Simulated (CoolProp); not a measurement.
Saturation properties of R115.

The numbers come from the reference Helmholtz-energy equation of state, Lemmon 2016 in CoolProp.

```json
[
 {"T (°C)": "-7.35", "p (MPa)": "0.3473", "liquid density (kg/m³)": "1428", "vapour density (kg/m³)": "27.07", "enthalpy of vaporisation (kJ/kg)": "112.0"},
 {"T (°C)": "-4.35", "p (MPa)": "___", "liquid density (kg/m³)": "1416", "vapour density (kg/m³)": "___", "enthalpy of vaporisation (kJ/kg)": "___"},
 {"T (°C)": "-1.35", "p (MPa)": "0.4224", "liquid density (kg/m³)": "1404", "vapour density (kg/m³)": "32.76", "enthalpy of vaporisation (kJ/kg)": "109.0"},
 {"T (°C)": "1.75", "p (MPa)": "0.4657", "liquid density (kg/m³)": "1391", "vapour density (kg/m³)": "36.06", "enthalpy of vaporisation (kJ/kg)": "107.5"},
 {"T (°C)": "4.75", "p (MPa)": "0.5107", "liquid density (kg/m³)": "1379", "vapour density (kg/m³)": "___", "enthalpy of vaporisation (kJ/kg)": "105.9"},
 {"T (°C)": "7.75", "p (MPa)": "0.5588", "liquid density (kg/m³)": "___", "vapour density (kg/m³)": "43.22", "enthalpy of vaporisation (kJ/kg)": "104.3"},
 {"T (°C)": "10.75", "p (MPa)": "0.6102", "liquid density (kg/m³)": "1353", "vapour density (kg/m³)": "47.21", "enthalpy of vaporisation (kJ/kg)": "___"},
 {"T (°C)": "13.85", "p (MPa)": "0.6669", "liquid density (kg/m³)": "1339", "vapour density (kg/m³)": "___", "enthalpy of vaporisation (kJ/kg)": "101.0"},
 {"T (°C)": "16.85", "p (MPa)": "0.7254", "liquid density (kg/m³)": "1325", "vapour density (kg/m³)": "56.31", "enthalpy of vaporisation (kJ/kg)": "99.21"},
 {"T (°C)": "19.85", "p (MPa)": "0.7876", "liquid density (kg/m³)": "1311", "vapour density (kg/m³)": "___", "enthalpy of vaporisation (kJ/kg)": "97.41"}
]
```

### Question
Some entries are withheld; supply them.

### Answer

- -4.35, p (MPa): 0.3835
- -4.35, vapour density (kg/m³): 29.81
- -4.35, enthalpy of vaporisation (kJ/kg): 110.5
- 4.75, vapour density (kg/m³): 39.51
- 7.75, liquid density (kg/m³): 1366
- 10.75, enthalpy of vaporisation (kJ/kg): 102.7
- 13.85, vapour density (kg/m³): 51.66
- 19.85, vapour density (kg/m³): 61.31

It boils at -39.2 °C under 1 atm.
